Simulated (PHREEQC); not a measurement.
A column of 0.2 m (40 cells, dispersivity 0.007 m, 3600 s a shift, diffusion coefficient 3e-10 m²/s) holds 0.035 eq of the database's cation exchanger X per kg of pore water, first in equilibrium with 0.0053 mol/kgw CdCl2, 0.0015 mol/kgw PbCl2 and 1e-05 mol/kgw HCl. It is flushed with 16 mmol/kgw SrCl2, 0.47 mmol/kgw MgCl2 and 0.01 mmol/kgw HCl, at 15 °C. Values are for the last cell. The system is closed to CO2. No solid was allowed to form.

The series has 34 steps of pore volumes, from 0 to 4.963.

Model: ion-association model, phreeqc.dat, run in PHREEQC.

Problem. After how many pore volumes does Sr at the outlet first reach half of its feed value?

Solution. By 2.1 pore volumes.

Problem. After how many pore volumes does Mg at the outlet first reach half of its feed value?

Solution. By 1.7 pore volumes.

Complexes and solids missing from the database can't appear.
